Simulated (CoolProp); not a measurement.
Model: reference Helmholtz-energy equation of state, McLinden 2015, in CoolProp.

**Question.** Give the vapour pressure (kPa), liquid density (kg/m³), vapour density (kg/m³), liquid cp (kJ/(kg K)) of saturated the fluoroketone C6F12O (FK-5-1-12) at 315, 324.3, 340.5 K.

**Answer.** 
```
T (K)  p (kPa)  liquid density (kg/m³)  vapour density (kg/m³)  liquid cp (kJ/(kg K))
-----  -------  ----------------------  ----------------------  ---------------------
315       78.4                    1550                    9.99                   1.11
324.3      109                    1520                    13.7                   1.12
340.5      184                    1460                    22.7                   1.14
```
